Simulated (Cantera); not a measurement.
A perfectly stirred reactor is fed with 22.8 % CO, 6.84 % H₂, 0.927 % CH₄, 14.5 % O₂, 54.9 % N₂, at 5.00 bar; it is adiabatic with a 600 K inlet, and is followed from long to short residence time, starting on the burning branch (τ in s: 0.16, 0.068, 0.029, 0.013, 0.0055, 0.0024, 0.001, 0.00045, 0.00019, 8.3e-05, 3.6e-05, 1.6e-05, 6.7e-06).

Detailed kinetics in Cantera: GRI-Mech 3.0 (53 species, 325 reactions).

One state of this run: T (K) = 2572; x CO = 0.0638; x H₂ = 0.00443; x CH₄ = 1.35e-7; x OH = 0.00498; x CH₂CO = 1.92e-10; x NO = 0.00377; x CH₂ = 7.46e-9. x: mole fraction; the columns are a selection and need not sum to one.

Problem. Which value of τ (s) does it belong to?
(A) 0.0055
(B) 0.00045
(C) 0.16
(D) 0.029

Solution. D, 0.029
